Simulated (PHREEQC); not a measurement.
# Nickel, zinc or cadmium bath: speciation

A solution holds 0.0056 mol ZnSO4 and 0.0095 mol HCl per kg of water, at 25 °C. Closed to the air; pH follows from the charge balance.

Model: ion-association model, wateq4f.dat, run in PHREEQC.

Each row changes one thing in this solution. This is a speciation only: nothing precipitates in the calculation.

```csv
case,pH,ionic strength (mol/kgw)
as made,2.15,0.0248
HCl from 0.0095 to 0.095 mol/kgw,?,?
HCl from 0.0095 to 0.00475 mol/kgw,2.46,0.0205
temperature from 25 to 15 °C,2.14,?
ZnSO4 left out,2.06,0.00950
diluted 5-fold with water,2.78,0.00569
```

Problem. Fill in the missing entries.

Solution. 
- HCl from 0.0095 to 0.095 mol/kgw, pH: 1.13
- HCl from 0.0095 to 0.095 mol/kgw, ionic strength (mol/kgw): 0.107
- temperature from 25 to 15 °C, ionic strength (mol/kgw): 0.0252

Complexes and solids missing from the database can't appear.
